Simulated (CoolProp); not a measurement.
Computed with CoolProp (reference Helmholtz-energy equation of state, Colonna 2008). It is a short technical equation, of lower accuracy than the large ones.

For dodecamethylcyclohexasiloxane (D6), give the phase and the density (kg/m³), cv (kJ/(kg K)) at 169.95 °C and 0.0641 MPa; 169.95 °C and 4.81 MPa.


- 169.95 °C and 0.0641 MPa: liquid; density 804, cv 1.69
- 169.95 °C and 4.81 MPa: liquid; density 828, cv 1.69
